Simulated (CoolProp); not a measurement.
The fluid at 451.76 K and 0.123 MPa expands adiabatically to 0.0184 MPa with isentropic efficiency 0.9. The same conditions are run with several fluids, on thermodynamics alone (safety and materials aside).

Computed with CoolProp (reference Helmholtz-energy equation of state of each fluid (octamethyltrisiloxane (MDM): Thol 2017; methanol: de Reuck 1993; dimethyl carbonate: Zhou 2011; R142b: Lemmon 2006; n-butane: Bücker 2006)).

Rank octamethyltrisiloxane (MDM), methanol, dimethyl carbonate, R142b, n-butane by work (kJ/kg), highest first.

methanol (172), n-butane (104), dimethyl carbonate (66.7), R142b (59.0), octamethyltrisiloxane (MDM) (25.7)

```
fluid                        final temperature (K)  final density (kg/m³)
---------------------------  ---------------------  ---------------------
octamethyltrisiloxane (MDM)                  435.4                   1.22
methanol                                     343.4                  0.208
dimethyl carbonate                           406.4                  0.492
R142b                                        393.3                  0.566
n-butane                                     405.4                  0.318
```
